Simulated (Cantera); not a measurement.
Mixture: CH4 : O2 : N2 = 1 : 2.41 : 8.92 (molar parts), equivalence ratio 0.83, at 750 Torr, adiabatic and at constant pressure. Ignition delay is the time to a rise of 400 K.

Computed with Cantera and GRI-Mech 3.0 (53 species, 325 reactions).

Task: What does this change do: CH4 1 to 1.3 parts?

Result: 
```csv
quantity,before,after
delay at 1200 K,41.0 ms,47.2 ms
delay at 1300 K,10.5 ms,12.1 ms
delay at 1400 K,3.12 ms,3.54 ms
delay at 1500 K,1.08 ms,1.20 ms
delay at 1600 K,0.440 ms,0.471 ms
apparent activation energy between 1500 and 1600 K,180 kJ/mol,190 kJ/mol
```

Task: What does this change do: pressure from 750 Torr to 3530 Torr?

Result: 
```json
[
 {"quantity": "delay at 1200 K", "before": "41.0 ms", "after": "9.56 ms"},
 {"quantity": "delay at 1300 K", "before": "10.5 ms", "after": "2.78 ms"},
 {"quantity": "delay at 1400 K", "before": "3.12 ms", "after": "0.900 ms"},
 {"quantity": "delay at 1500 K", "before": "1.08 ms", "after": "0.323 ms"},
 {"quantity": "delay at 1600 K", "before": "0.440 ms", "after": "0.129 ms"},
 {"quantity": "apparent activation energy between 1500 and 1600 K", "before": "180 kJ/mol", "after": "180 kJ/mol"}
]
```
